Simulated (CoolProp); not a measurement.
Vapour-liquid equilibrium of R125 (1) + R236FA (2) at 188.1 K; x and y are mole fractions of (1).

Values from CoolProp's multi-fluid Helmholtz-energy mixture model, Lemmon 2005 and Pan 2012; pair parameters Bell 2016.

**Question.** Give the bubble pressure and the first vapour's composition at x = 0.65, 0.75, 0.85. Is there an azeotrope?

**Answer.** x = 0.65: 0.07176 bar, y = 0.979; x = 0.75: 0.08171 bar, y = 0.987; x = 0.85: 0.09174 bar, y = 0.993. No azeotrope shows between x = 0.05 and 0.95.

Pair parameters are fitted to limited data, so mixtures are less certain than the pure fluids.
